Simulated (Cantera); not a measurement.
# B2H6 + H2O (boron, boron nitride and boron oxide)

Charge: 1 mol B2H6, 0.16 mol H2O, at 2273 K.

Cantera equilibrium calculation (NASA polynomials, part measured and part estimated; ideal gas, pure solids and liquids). Candidate condensed phases: B, B2O3, B3O3H3, H2O; 23 gas species. The feed counts by its element totals alone. The tables' values for BH2 are old estimates; treat these amounts as uncertain. Gases not in the tables: B2H6 and higher boranes. Rates play no part.

| P (Pa) | x H2 | x H | x B | x HBO | x BO | x B2O2 | x BH2 | n B(s) |
|---|---|---|---|---|---|---|---|---|
| 10 | 0.378 | 0.517 | 0.0720 | 0.00189 | 0.0296 | 1.80e-5 | 0.000699 | 1.47 |
| 28 | 0.559 | 0.376 | 0.0257 | 0.00426 | 0.0327 | 6.17e-5 | 0.00103 | 1.72 |
| 77 | 0.695 | 0.252 | 0.00935 | 0.00788 | 0.0328 | 0.000170 | 0.00129 | 1.80 |
| 220 | 0.792 | 0.159 | 0.00327 | 0.0130 | 0.0299 | 0.000405 | 0.00146 | 1.82 |
| 600 | 0.852 | 0.100 | 0.00120 | 0.0187 | 0.0252 | 0.000784 | 0.00157 | 1.83 |
| 1700 | 0.891 | 0.0608 | 0.000424 | 0.0248 | 0.0194 | 0.00131 | 0.00165 | 1.83 |
| 4600 | 0.914 | 0.0375 | 0.000157 | 0.0299 | 0.0140 | 0.00186 | 0.00169 | 1.83 |
| 13000 | 0.930 | 0.0225 | 5.54e-5 | 0.0340 | 0.00942 | 0.00237 | 0.00172 | 1.83 |
| 36000 | 0.939 | 0.0136 | 2.00e-5 | 0.0368 | 0.00610 | 0.00275 | 0.00174 | 1.83 |
| 100000 | 0.944 | 0.00816 | 7.20e-6 | 0.0386 | 0.00382 | 0.00301 | 0.00175 | 1.83 |
x: gas mole fraction; n: condensed amount in mol.

From 0.0750 Torr to 750 Torr the condensed part is B(s). The main B-bearing gas is B at 0.0750 Torr and HBO at 750 Torr.
